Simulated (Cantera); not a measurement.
C2H2 + H2O + H2 (carbon deposition, reforming and gasification)

Feed: 1 mol C2H2, 0.091 mol H2O, 6.2 mol H2, held at 75.0 Torr.

Method: chemical equilibrium by Gibbs-energy minimisation in Cantera with the NASA 1993 tables (ideal gas, pure condensed phases). Candidate condensed phases: C, C6H6, C7H8, C8H18, H2O; 110 gas species. The numbers say what is thermodynamically allowed, not how fast it happens.

From 1673 K to 2773 K the condensed part is C(graphite). The main C-bearing gas is CO at 1673 K and C2H2 (acetylene) at 2773 K. The share of C in condensed phases is highest at 1673 K (95.4 %) and lowest at 2773 K (74.9 %).

| T (K) | x H2 | x H | x C2H2 (acetylene) | x CO | x C2H | x C4H2 | x C3 | x CH4 | n C(graphite) |
|---|---|---|---|---|---|---|---|---|---|
| 1673 | 0.987 | 0.000358 | 5.62e-5 | 0.0123 | 9.99e-11 | 1.25e-9 | <1e-12 | 0.000118 | 1.91 |
| 1773 | 0.987 | 0.000894 | 0.000138 | 0.0123 | 9.76e-10 | 7.62e-9 | <1e-12 | 8.20e-5 | 1.91 |
| 1873 | 0.985 | 0.00203 | 0.000307 | 0.0123 | 7.45e-9 | 3.82e-8 | 9.76e-12 | 5.92e-5 | 1.90 |
| 1973 | 0.983 | 0.00423 | 0.000630 | 0.0123 | 4.62e-8 | 1.62e-7 | 1.41e-10 | 4.41e-5 | 1.90 |
| 2073 | 0.978 | 0.00823 | 0.00120 | 0.0123 | 2.40e-7 | 5.94e-7 | 1.57e-9 | 3.37e-5 | 1.89 |
| 2173 | 0.971 | 0.0150 | 0.00214 | 0.0122 | 1.06e-6 | 1.92e-6 | 1.39e-8 | 2.63e-5 | 1.88 |
| 2273 | 0.958 | 0.0260 | 0.00361 | 0.0122 | 4.13e-6 | 5.57e-6 | 1.01e-7 | 2.07e-5 | 1.85 |
| 2373 | 0.939 | 0.0428 | 0.00578 | 0.0121 | 1.42e-5 | 1.46e-5 | 6.18e-7 | 1.65e-5 | 1.82 |
| 2473 | 0.912 | 0.0673 | 0.00879 | 0.0119 | 4.40e-5 | 3.50e-5 | 3.25e-6 | 1.30e-5 | 1.77 |
| 2573 | 0.874 | 0.102 | 0.0127 | 0.0117 | 0.000124 | 7.69e-5 | 1.50e-5 | 1.02e-5 | 1.71 |
| 2673 | 0.823 | 0.147 | 0.0176 | 0.0114 | 0.000318 | 0.000156 | 6.13e-5 | 7.85e-6 | 1.62 |
| 2773 | 0.759 | 0.205 | 0.0231 | 0.0111 | 0.000752 | 0.000293 | 0.000226 | 5.85e-6 | 1.50 |
x: gas mole fraction; n: condensed amount in mol.
